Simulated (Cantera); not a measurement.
Thermodynamics of abatement and gas-phase synthesis, feed HF + O2

Charge: 1 mol HF, 0.13 mol O2, equilibrated at 2.18 Torr.

Cantera equilibrium calculation (NASA polynomials, part measured and part estimated; ideal gas, pure solids and liquids). Candidate condensed phases: H2O; 22 gas species. The numbers say what is thermodynamically allowed, not how fast it happens.

From 1948 K to 2298 K nothing is condensed.

| T (K) | log p HF | log p O2 | log p O | log p F | log p OH | log p H | log p H2O | log p H2 |
|---|---|---|---|---|---|---|---|---|
| 1948 | -2.59 | -3.49 | -5.10 | -5.21 | -5.83 | -6.76 | -5.65 | -7.62 |
| 1998 | -2.59 | -3.49 | -4.93 | -5.10 | -5.68 | -6.48 | -5.56 | -7.36 |
| 2048 | -2.59 | -3.49 | -4.77 | -4.99 | -5.53 | -6.21 | -5.48 | -7.12 |
| 2098 | -2.60 | -3.50 | -4.61 | -4.88 | -5.40 | -5.96 | -5.41 | -6.89 |
| 2148 | -2.60 | -3.51 | -4.47 | -4.78 | -5.28 | -5.72 | -5.35 | -6.68 |
| 2198 | -2.60 | -3.52 | -4.33 | -4.68 | -5.16 | -5.50 | -5.29 | -6.48 |
| 2248 | -2.60 | -3.54 | -4.21 | -4.58 | -5.06 | -5.28 | -5.25 | -6.30 |
| 2298 | -2.61 | -3.56 | -4.09 | -4.49 | -4.97 | -5.08 | -5.22 | -6.13 |
log p: log10 of the partial pressure in bar; nothing condenses.
